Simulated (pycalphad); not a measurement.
Source of the numbers: pycalphad with the COST 507 light-alloy database (1999); pressure 1 atm. The data set is of 1999 and partly superseded. Phase fractions are per mole of atoms.

Question: Give the equilibrium state of Mg-2.12Si-6.77Al (at.%) at 377 °C.

Answer: hcp, fraction 0.936, with <0.01 Si, 7.2 Al at.%; MG2SI, fraction 0.064, with 33.3 Si, no Al at.%.

Question: Give the equilibrium state of Mg-2.12Si-6.77Al (at.%) at 227 °C.

Answer: hcp, fraction 0.842, with <0.01 Si, 3.4 Al at.%; ALMG_GAMMA, fraction 0.094, with no Si, 41.3 Al at.%; MG2SI, fraction 0.064, with 33.3 Si, no Al at.%.

Database names, with the compositions (at.%) that they take in these runs: MG2SI: Mg 67 Si 33; ALMG_GAMMA: Mg 59 Al 41. An entry "none" or "no" means that the model of the phase leaves that element out.
